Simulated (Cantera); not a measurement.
A diamond (100) surface in a fixed gas of H2 with x(CH4) = 0.003, x(H) = 0.00045, x(CH3) = 0.0002, at 950 K; coverages are run to steady state.

Detailed kinetics in Cantera: the Harris–Goodwin 1993 mechanism for the reconstructed diamond (100) surface.

θ: site fractions in the mechanism's names (c6HH fully hydrogenated, c6H* and c6*H radical sites, c6** diradical, c6HM methylated).

```tsv
P (Pa)	growth (µm/h)	θ c6HH	θ c6H*	θ c6*H	θ c6**	θ c6HM
420	0.121	0.562	0.0121	0.287	0.00472	0.102
790	0.294	0.536	0.0115	0.273	0.00449	0.133
1500	___	0.514	0.0110	0.262	0.00430	___
2800	1.38	0.499	0.0107	0.254	0.00417	0.178
5300	2.78	0.489	0.0105	0.249	0.00409	0.190
9900	5.38	0.484	0.0104	0.246	0.00404	0.196
19000	___	0.481	0.0103	0.244	0.00401	0.200
35000	19.6	0.479	0.0103	0.243	0.00400	0.202
```

Task: What belongs in the gaps?

Result: 
- 1500, growth (µm/h): 0.666
- 1500, θ c6HM: 0.160
- 19000, growth (µm/h): 10.5
